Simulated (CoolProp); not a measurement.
Vapour-liquid equilibrium of R1234yf (1) + R134a (2) at 317 kPa; x and y are mole fractions of (1).

The numbers come from the multi-fluid Helmholtz-energy mixture model, Lemmon 2022 and Tillner-Roth 1994; pair parameters Bell 2022 in CoolProp.

```tsv
x	bubble temperature (°C)	y at the bubble point	dew temperature at overall composition x (°C)	liquid density (mol/L)
0.05	1.7	0.064	1.8	12.48
0.125	1.1	0.152	1.3	12.28
0.2	0.6	0.233	0.8	12.08
0.275	0.2	0.308	0.4	11.89
0.35	-0.1	0.380	0.0	11.71
0.425	-0.3	0.449	-0.3	11.53
0.5	-0.5	0.517	-0.5	11.36
0.575	-0.6	0.584	-0.6	11.19
0.65	-0.7	0.651	-0.7	11.02
0.725	-0.7	0.720	-0.6	10.86
0.8	-0.6	0.791	-0.5	10.71
0.875	-0.4	0.865	-0.4	10.56
0.95	-0.1	0.944	-0.1	10.41
```

y crosses x between x = 0.65 and 0.725: the model has an azeotrope there.

The pair parameters rest on a limited set of measurements; away from them the model extrapolates.
